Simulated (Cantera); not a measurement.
An isothermal, constant-pressure homogeneous reactor starts with CH4 : H2 : H = 0.042 : 1 : 0.0052 (molar parts), at 1525 K and 10.00 Torr.

Cantera simulation using GRI-Mech 3.0 (53 species, 325 reactions); the numbers are that mechanism's predictions, not measurements. GRI-Mech 3.0 stops at C3 and has no aromatics, soot or wall deposition, so with more carbon than oxygen in the feed, carbon stays in small species such as C2H2 where larger ones or solid carbon would form. Radical loss at walls, strong at low pressure, is not modelled.

x: mole fraction; the columns are a selection and need not sum to one.

```
t (s)      x CH4   x H2       x H    x C2H2     x C2H   x C2H6
--------  ------  -----  --------  --------  --------  -------
8.00e-6   0.0397  0.955       ___  1.86e-12    <1e-12  1.15e-8
4.13e-5   0.0387  0.956       ___   2.29e-9    <1e-12  8.82e-7
0.000213  0.0379  0.957       ___   3.63e-7  2.55e-12  1.55e-5
0.00110   0.0378  0.958       ___   1.45e-5  8.29e-11  3.86e-5
0.00566   0.0377  0.959       ___  0.000218  8.72e-10  2.90e-5
0.0292    0.0372  0.960       ___  0.000916   1.51e-9  1.17e-5
0.150     0.0365  0.961       ___   0.00159  8.69e-10  3.13e-6
0.776     0.0355  0.962  0.000161   0.00217  7.96e-10  1.70e-6
4.00      0.0312  0.964  0.000164   0.00424   1.58e-9  1.35e-6
```

Q: Complete the blanks.

A: 
- 8.00e-6, x H: 0.00456
- 4.13e-5, x H: 0.00354
- 0.000213, x H: 0.00273
- 0.00110, x H: 0.00249
- 0.00566, x H: 0.00175
- 0.0292, x H: 0.000720
- 0.150, x H: 0.000240
